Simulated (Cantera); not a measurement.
## Premixed flame

A freely propagating, adiabatic, planar premixed flame of 9.43 % CH4, 2.83 % H2, 18.4 % O2, 69.3 % N2, equivalence ratio 1.1, unburnt at 350 K and 4.84 atm; multicomponent+Soret transport, grid criteria slope 0.08 and curve 0.16, no radiation.

Detailed kinetics in Cantera: GRI-Mech 3.0 (53 species, 325 reactions). Burning velocities carry a grid error of a few per cent, more on coarse grids.

```csv
z (mm),T (K),u (m/s),x CH4,x H2,x O2,x CH3,x H2O2,x HCN
-0.387,350,0.304,0.0944,0.0275,0.184,<1e-8,2.08e-8,<1e-8
-0.258,353,0.306,0.0942,0.0258,0.184,<1e-8,3.38e-7,<1e-8
-0.194,367,0.317,0.0931,0.0237,0.184,2.76e-8,2.24e-6,1.28e-8
-0.129,476,0.411,0.0858,0.0208,0.179,5.42e-7,1.80e-5,1.96e-7
-0.0646,1010,0.880,0.0569,0.0211,0.134,0.000108,6.21e-5,1.96e-6
-0.0323,1466,1.29,0.0299,0.0223,0.0871,0.000976,2.14e-5,4.30e-6
0,1878,1.66,0.00584,0.0212,0.0381,0.00148,2.36e-6,7.80e-6
0.0323,2044,1.80,0.000257,0.0170,0.0141,0.000144,7.03e-7,6.35e-6
0.0646,2103,1.85,6.42e-6,0.0153,0.00751,4.50e-6,5.02e-7,2.46e-6
0.129,2164,1.90,<1e-8,0.0146,0.00417,<1e-8,3.42e-7,3.81e-7
0.258,2216,1.94,<1e-8,0.0136,0.00217,<1e-8,2.04e-7,2.64e-8
0.517,2250,1.96,<1e-8,0.0128,0.000948,<1e-8,1.02e-7,<1e-8
1.03,2268,1.98,<1e-8,0.0123,0.000394,<1e-8,4.81e-8,<1e-8
```
x: mole fraction of selected species; z is measured from the peak of heat release.

```
Item                         Result
------------------------  ---------
laminar burning velocity  30.4 cm/s
thermal thickness          0.129 mm
peak x(CH3)                 0.00176
peak x(H2O2)                6.21e-5
peak x(HCN)                 8.35e-6
grid points                     152
```
